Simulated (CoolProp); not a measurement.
Vapour-liquid equilibrium of CH2F2 (R32) (1) + R134a (2) at -9.25 °C; x and y are mole fractions of (1).

The numbers come from the multi-fluid Helmholtz-energy mixture model, Tillner-Roth 1997 and Tillner-Roth 1994; pair parameters Lemmon 2004 in CoolProp.

```
x     bubble pressure, mixture model (MPa)  bubble pressure, Raoult's law (MPa)  y, mixture model  y, Raoult's law
----  ------------------------------------  -----------------------------------  ----------------  ---------------
0.05                                0.2265                               0.2262             0.127            0.132
0.2                                 0.2852                               0.2849             0.402            0.420
0.35                                0.3427                               0.3436             0.585            0.609
0.5                                 0.4001                               0.4023             0.719            0.743
0.65                                0.4579                               0.4610             0.823            0.843
0.8                                 0.5169                               0.5197             0.908            0.920
0.95                                0.5775                               0.5784             0.979            0.982
```

The largest gap from Raoult's law is -0.7 % in bubble pressure, at x = 0.65. No azeotrope shows between x = 0.05 and 0.95.

The pair parameters rest on a limited set of measurements; away from them the model extrapolates.
